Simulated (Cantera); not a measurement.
Charge: 1 mol SiC, a varied amount of H2, at 2525 K and 3.60 Pa.

Method: chemical equilibrium by Gibbs-energy minimisation in Cantera with the NASA 1993 tables (ideal gas, pure condensed phases). Candidate condensed phases: C, C6H6, C7H8, C8H18, Si, SiC; 87 gas species. Equilibrium is a limit: real reactors are often held back by kinetics, nucleation or transport.

x: gas mole fraction; n: condensed amount in mol.

```json
[
 {"n(H2) (mol)": "0.054", "x H": "0.0940", "x Si": "0.684", "x SiC2": "0.191", "x H2": "0.000404", "x C3": "0.0203", "x C": "0.00650", "n C(graphite)": "0.482"},
 {"n(H2) (mol)": "0.11", "x H": "0.173", "x Si": "0.622", "x SiC2": "0.173", "x H2": "0.00137", "x C3": "0.0203", "x C": "0.00650", "n C(graphite)": "0.474"},
 {"n(H2) (mol)": "0.24", "x H": "0.308", "x Si": "0.514", "x SiC2": "0.143", "x H2": "0.00434", "x C3": "0.0203", "x C": "0.00650", "n C(graphite)": "0.455"},
 {"n(H2) (mol)": "0.49", "x H": "0.465", "x Si": "0.387", "x SiC2": "0.108", "x H2": "0.00992", "x C3": "0.0203", "x C": "0.00650", "n C(graphite)": "[?]"},
 {"n(H2) (mol)": "1", "x H": "0.623", "x Si": "0.257", "x SiC2": "0.0717", "x H2": "0.0178", "x C3": "0.0203", "x C": "0.00650", "n C(graphite)": "[?]"},
 {"n(H2) (mol)": "2.2", "x H": "0.759", "x Si": "0.144", "x SiC2": "0.0402", "x H2": "0.0264", "x C3": "0.0203", "x C": "0.00650", "n C(graphite)": "[?]"},
 {"n(H2) (mol)": "4.6", "x H": "0.843", "x Si": "0.0796", "x SiC2": "0.0192", "x H2": "0.0326", "x C3": "0.0163", "x C": "0.00604", "n C(graphite)": "0"},
 {"n(H2) (mol)": "9.5", "x H": "0.896", "x Si": "0.0438", "x SiC2": "0.00723", "x H2": "0.0368", "x C3": "0.00925", "x C": "0.00500", "n C(graphite)": "0"}
]
```

Question: What belongs in the gaps?

Answer: 
- 0.49, n C(graphite): 0.418
- 1, n C(graphite): 0.342
- 2.2, n C(graphite): 0.166
